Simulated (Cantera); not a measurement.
A closed system holds: 1 mol trisilylamine, 39 mol NH3, 0.38 mol H2, held at 2.20 mbar.

Method: chemical equilibrium by Gibbs-energy minimisation in Cantera with the NASA 1993 tables (ideal gas, pure condensed phases). Candidate condensed phases: Si, Si3N4; 18 gas species. The feed counts by its element totals alone. Gases not in the tables: Si2H6 and higher silanes. The numbers say what is thermodynamically allowed, not how fast it happens.

**Question.** Which condensed phases are stable at each of these points (T (K)): 1925, 1950, 1975, 2000, 2025, 2050, 2075?

**Answer.** 
| T (K) | condensed phases | Si condensed (%) |
|---|---|---|
| 1925 | Si(l) | 75.6 |
| 1950 | Si(l) | 66.6 |
| 1975 | Si(l) | 54.5 |
| 2000 | Si(l) | 38.5 |
| 2025 | Si(l) | 17.1 |
| 2050 | gas only | 0.0 |
| 2075 | gas only | 0.0 |

From 1925 K to 2025 K the condensed part is Si(l). From 2050 K to 2075 K nothing is condensed.
